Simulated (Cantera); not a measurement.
Thermodynamics of carbothermic reduction, feed SiO2 + CH4 + H2

Feed: 1 mol SiO2, 0.55 mol CH4, 3.2 mol H2, at 0.100 bar.

Equilibrium computed with Cantera from the NASA thermochemical tables; the gas is ideal and each condensed phase is pure. Candidate condensed phases: C, C6H6, C7H8, C8H18, H2O, Si, SiC, SiO2; 123 gas species. Mutual solubility and eutectic melting of coexisting phases are not modelled. The tables hold silica as quartz up to 1696 K and as liquid above; real silica turns to tridymite and cristobalite and melts near 1996 K. Equilibrium is a limit: real reactors are often held back by kinetics, nucleation or transport.

From 727 °C to 777 °C the condensed part is C(graphite) + SiO2(β-quartz). From 827 °C to 1027 °C the condensed part is C(graphite) + SiC(s) + SiO2(β-quartz).

```json
[
 {"T (°C)": "727", "x H2": "0.991", "x CH4": "0.00937", "x CO": "1.25e-6", "x H2O": "4.89e-8", "x SiO": "1.03e-10", "x H": "7.14e-9", "n C(graphite)": "0.510", "n SiO2(β-quartz)": "1.000", "n SiC(s)": "0"},
 {"T (°C)": "777", "x H2": "0.994", "x CH4": "0.00566", "x CO": "7.12e-6", "x H2O": "1.28e-7", "x SiO": "9.24e-10", "x H": "2.56e-8", "n C(graphite)": "0.526", "n SiO2(β-quartz)": "1.000", "n SiC(s)": "0"},
 {"T (°C)": "827", "x H2": "0.996", "x CH4": "0.00356", "x CO": "3.45e-5", "x H2O": "3.08e-7", "x SiO": "6.78e-9", "x H": "8.16e-8", "n C(graphite)": "0.535", "n SiO2(β-quartz)": "1.000", "n SiC(s)": "7.46e-5"},
 {"T (°C)": "877", "x H2": "0.998", "x CH4": "0.00233", "x CO": "0.000146", "x H2O": "6.82e-7", "x SiO": "4.17e-8", "x H": "2.36e-7", "n C(graphite)": "0.539", "n SiO2(β-quartz)": "1.000", "n SiC(s)": "0.000314"},
 {"T (°C)": "927", "x H2": "0.998", "x CH4": "0.00157", "x CO": "0.000545", "x H2O": "1.41e-6", "x SiO": "2.20e-7", "x H": "6.23e-7", "n C(graphite)": "0.540", "n SiO2(β-quartz)": "0.999", "n SiC(s)": "0.00117"},
 {"T (°C)": "977", "x H2": "0.997", "x CH4": "0.00109", "x CO": "0.00183", "x H2O": "2.74e-6", "x SiO": "1.01e-6", "x H": "1.53e-6", "n C(graphite)": "0.533", "n SiO2(β-quartz)": "0.996", "n SiC(s)": "0.00393"},
 {"T (°C)": "1027", "x H2": "0.994", "x CH4": "0.000776", "x CO": "0.00557", "x H2O": "5.05e-6", "x SiO": "4.14e-6", "x H": "3.49e-6", "n C(graphite)": "0.511", "n SiO2(β-quartz)": "0.988", "n SiC(s)": "0.0120"}
]
```
x: gas mole fraction; n: condensed amount in mol.
